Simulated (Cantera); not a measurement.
Input: 1 mol B, 42 mol H2, 0.69 mol N2, at 1273 K and 45.0 mbar.

These are equilibrium values from Cantera (NASA tables, ideal gas, pure condensed phases), not measurements of a reactor. Candidate condensed phases: B, BN; 15 gas species. N2 is the only nitrogen source here; it is nearly inert below about 1500 K, so the nitride shown seldom forms there in practice. Kinetics and transport are ignored.

Base state: H2 0.995, N2 0.00450 (mole fractions); condensed: BN(s).

Problem. What changes in the equilibrium state with this change: B replaced by BF3?

Solution. 
```json
[
 {"species": "H2", "before": "0.995", "after": "0.956"},
 {"species": "BF3", "before": "0", "after": "0.0195"},
 {"species": "N2", "before": "0.00450", "after": "0.0142"},
 {"species": "HF", "before": "0", "after": "0.00974"},
 {"species": "BHF2", "before": "0", "after": "0.000255"},
 {"species": "BF2", "before": "0", "after": "1.04e-5"},
 {"species": "BN(s), mol", "before": "1.00", "after": "0.138"}
]
```
The tables' values for BF2 are old estimates; treat these amounts as uncertain.
